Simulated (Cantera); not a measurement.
Input: 1 mol TEOS, 6 mol N2O, 1.8 mol N2, equilibrated at 0.133 bar.

These are equilibrium values from Cantera (NASA tables, ideal gas, pure condensed phases), not measurements of a reactor. Candidate condensed phases: C, C6H6, C7H8, C8H18, H2O, Si, SiC, SiO2, Si2N2O, Si3N4; 151 gas species. The feed counts by its element totals alone. The tables hold silica as quartz up to 1696 K and as liquid above; real silica turns to tridymite and cristobalite and melts near 1996 K. Equilibrium is a limit: real reactors are often held back by kinetics, nucleation or transport.

Task: Which condensed phases are stable at each of these points (T (°C)): 252, 402, 552, 702, 852, 1002, 1152, 1302?

Result: 
| T (°C) | condensed phases | Si condensed (%) |
|---|---|---|
| 252 | C(graphite) + SiO2(α-quartz) | 100.0 |
| 402 | C(graphite) + SiO2(α-quartz) | 100.0 |
| 552 | C(graphite) + SiO2(α-quartz) | 100.0 |
| 702 | C(graphite) + SiO2(β-quartz) | 100.0 |
| 852 | C(graphite) + SiO2(β-quartz) | 100.0 |
| 1002 | C(graphite) + SiO2(β-quartz) | 100.0 |
| 1152 | SiO2(β-quartz) | 100.0 |
| 1302 | SiO2(β-quartz) | 99.5 |

From 252 °C to 552 °C the condensed part is C(graphite) + SiO2(α-quartz). From 702 °C to 1002 °C the condensed part is C(graphite) + SiO2(β-quartz). From 1152 °C to 1302 °C the condensed part is SiO2(β-quartz).
